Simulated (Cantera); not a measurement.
Input: 1 mol Al(CH3)3, a varied amount of NH3, 8.1 mol H2, equilibrated at 16.0 mbar.

These are equilibrium values from Cantera (NASA tables, ideal gas, pure condensed phases), not measurements of a reactor. Candidate condensed phases: Al, AlN, C, C6H6, C7H8, C8H18; 97 gas species. The feed counts by its element totals alone. Equilibrium is a limit: real reactors are often held back by kinetics, nucleation or transport.

**Question.** What condenses at these points (T in °C, n(NH3) in mol): (1725, 100); (1825, 140); (1725, 55); (1625, 100); (1025, 140); (1725, 40)?

**Answer.** 
```tsv
T (°C)	n(NH3) in mol	condensed phases	Al condensed (%)
1725	100	C	0.0
1825	140	gas only	0.0
1725	55	C	0.0
1625	100	AlN + C	39.2
1025	140	AlN + C	100.0
1725	40	C	0.0
```
